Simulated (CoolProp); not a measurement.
The numbers come from the reference Helmholtz-energy equation of state, Span 2000 in CoolProp.

Task: Give the vapour pressure (MPa), liquid cp (kJ/(kg K)), vapour Z of saturated nitrogen at -168.85, -157.65 °C.

Result: 
```tsv
T (°C)	p (MPa)	liquid cp (kJ/(kg K))	vapour Z
-168.85	1.04	2.45	0.780
-157.65	1.99	3.31	0.643
```
